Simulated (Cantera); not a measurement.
A closed system holds: 1 mol Cu, 25 mol CO, 17 mol H₂, 3.6 mol CO₂, held at 700 °C and 1.00 bar.

Method: chemical equilibrium by Gibbs-energy minimisation in Cantera with the NASA 1993 tables (ideal gas, pure condensed phases). Equilibrium is a limit: real reactors are often held back by kinetics, nucleation or transport.

```csv
species,before,after
CO,0.409,0.471
H₂,0.326,0.331
CO₂,0.168,0.126
H₂O,0.0831,0.0616
CH₄,0.0137,0.0105
"C(graphite), mol",5.63,3.67
"Cu(s), mol",1.00,1.00
```
Gas species are given as mole fractions.

Q: Which change was made?
(A) pressure from 1.00 bar to 0.0290 bar
(B) temperature from 700 °C to 950 °C
(C) temperature from 700 °C to 727 °C
(D) pressure from 1.00 bar to 7.60 bar

A: C, temperature from 700 °C to 727 °C
